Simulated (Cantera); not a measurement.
Cantera run, input and output.

```python
import numpy as np
import cantera as ct

gas = ct.Solution("gri30.yaml")
gas.TPX = 625, 1400000, {'CH4': 1, 'O2': 1.11, 'N2': 4.18, 'H2O': 0.34}
inlet = ct.Reservoir(gas, clone=True)
gas.equilibrate("HP")  # start burning
reactor = ct.IdealGasConstPressureReactor(gas, energy="on", clone=False)
exhaust = ct.Reservoir(gas, clone=True)
tau = [0.06, 0.031, 0.016, 0.0082, 0.0042, 0.0022, 0.0011, 0.00058, 0.0003, 0.00015, 7.9e-05, 4.1e-05, 2.1e-05][0]
for a, b in ((inlet, reactor), (reactor, exhaust)):
    ct.MassFlowController(a, b, mdot=lambda t: reactor.mass / tau)
net = ct.ReactorNet([reactor])
show = ['CH4', 'O2', 'H2O', 'CH2O', 'C2H', 'NO']

rows = []
print(f"{'tau/s':>10s}{'T/K':>9s}" + "".join(f"{s:>11s}" for s in show))
for tau in [0.06, 0.031, 0.016, 0.0082, 0.0042, 0.0022, 0.0011, 0.00058, 0.0003, 0.00015, 7.9e-05, 4.1e-05, 2.1e-05]:
    net.initial_time = 0.0
    net.advance(30 * tau)
    before = gas.X
    net.advance(40 * tau)
    drift = np.max(np.abs(gas.X - before) / (gas.X + 1e-9))
    rows.append([gas.T, *gas[show].X, drift])
    print(f"{tau:10.3e}{gas.T:9.1f}" + "".join(f"{x:11.3e}" for x in gas[show].X))
```

Output:

```
     tau/s      T/K        CH4         O2        H2O       CH2O        C2H         NO
 6.000e-02   1903.7  6.144e-03  1.394e-04  1.887e-01  2.725e-06  2.774e-08  5.002e-07
 3.100e-02   1912.8  7.725e-03  2.505e-04  1.931e-01  4.331e-06  4.656e-08  5.610e-07
 1.600e-02   1921.8  9.470e-03  4.480e-04  1.978e-01  6.965e-06  7.317e-08  6.137e-07
 8.200e-03   1929.7  1.140e-02  8.026e-04  2.025e-01  1.139e-05  1.082e-07  6.412e-07
 4.200e-03   1934.9  1.354e-02  1.433e-03  2.067e-01  1.885e-05  1.493e-07  6.276e-07
 2.200e-03   1935.3  1.588e-02  2.510e-03  2.100e-01  3.117e-05  1.887e-07  5.685e-07
 1.100e-03   1926.3  1.888e-02  4.616e-03  2.120e-01  5.517e-05  2.165e-07  4.576e-07
 5.800e-04   1901.3  2.264e-02  8.378e-03  2.118e-01  1.003e-04  2.058e-07  3.192e-07
 3.000e-04   1826.6  2.993e-02  1.799e-02  2.054e-01  2.425e-04  1.148e-07  1.418e-07
 1.500e-04    625.0  1.508e-01  1.674e-01  5.128e-02 -1.282e-16 -1.282e-41 -1.328e-22
 7.900e-05    625.0  1.508e-01  1.674e-01  5.128e-02  5.368e-19  2.515e-43  6.975e-27
 4.100e-05    625.0  1.508e-01  1.674e-01  5.128e-02  1.430e-19  6.108e-47  1.882e-30
 2.100e-05    625.0  1.508e-01  1.674e-01  5.128e-02  3.779e-20  2.481e-50  3.180e-33
```

Detailed kinetics in Cantera: GRI-Mech 3.0 (53 species, 325 reactions). The pressure lies above the range GRI-Mech 3.0 was tuned for (to about 10 atm).
